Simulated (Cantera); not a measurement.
What does this Cantera script print?

```python
import numpy as np
import cantera as ct

gas = ct.Solution("gri30.yaml")
gas.TPX = 623, 100000, {'CH4': 1, 'O2': 3.57, 'N2': 13.4}
inlet = ct.Reservoir(gas, clone=True)
gas.equilibrate("HP")  # start burning
reactor = ct.IdealGasConstPressureReactor(gas, energy="on", clone=False)
exhaust = ct.Reservoir(gas, clone=True)
tau = [0.07, 0.033, 0.016, 0.0076, 0.0036, 0.0017, 0.00083, 0.00039, 0.00019, 9e-05][0]
for a, b in ((inlet, reactor), (reactor, exhaust)):
    ct.MassFlowController(a, b, mdot=lambda t: reactor.mass / tau)
net = ct.ReactorNet([reactor])
show = ['CH4', 'O2', 'CH2O', 'CH2', 'H2O', 'HCO', 'H2']

rows = []
print(f"{'tau/s':>10s}{'T/K':>9s}" + "".join(f"{s:>11s}" for s in show))
for tau in [0.07, 0.033, 0.016, 0.0076, 0.0036, 0.0017, 0.00083, 0.00039, 0.00019, 9e-05]:
    net.initial_time = 0.0
    net.advance(30 * tau)
    before = gas.X
    net.advance(40 * tau)
    drift = np.max(np.abs(gas.X - before) / (gas.X + 1e-9))
    rows.append([gas.T, *gas[show].X, drift])
    print(f"{tau:10.3e}{gas.T:9.1f}" + "".join(f"{x:11.3e}" for x in gas[show].X))
```

Output:

```
     tau/s      T/K        CH4         O2       CH2O        CH2        H2O        HCO         H2
 7.000e-02   1843.6  1.039e-05  8.710e-02  1.196e-06  4.916e-08  1.103e-01  1.938e-08  1.300e-04
 3.300e-02   1838.6  1.694e-05  8.711e-02  2.039e-06  9.308e-08  1.100e-01  4.225e-08  2.040e-04
 1.600e-02   1831.4  2.686e-05  8.716e-02  3.368e-06  1.670e-07  1.096e-01  8.974e-08  3.182e-04
 7.600e-03   1820.3  4.318e-05  8.730e-02  5.601e-06  2.947e-07  1.089e-01  1.946e-07  5.006e-04
 3.600e-03   1803.6  7.030e-05  8.759e-02  9.291e-06  5.028e-07  1.081e-01  4.211e-07  7.767e-04
 1.700e-03   1779.0  1.175e-04  8.817e-02  1.550e-05  8.303e-07  1.070e-01  9.064e-07  1.175e-03
 8.300e-04   1745.6  2.008e-04  8.923e-02  2.571e-05  1.308e-06  1.056e-01  1.865e-06  1.688e-03
 3.900e-04   1696.2  3.849e-04  9.139e-02  4.616e-05  2.115e-06  1.037e-01  3.946e-06  2.373e-03
 1.900e-04   1627.9  8.559e-04  9.578e-02  9.148e-05  3.599e-06  1.012e-01  8.044e-06  3.226e-03
 9.000e-05    623.0  5.565e-02  1.987e-01 -2.211e-16  3.582e-32 -1.523e-14 -2.270e-29 -1.280e-15
```

Cantera simulation using GRI-Mech 3.0 (53 species, 325 reactions); the numbers are that mechanism's predictions, not measurements.
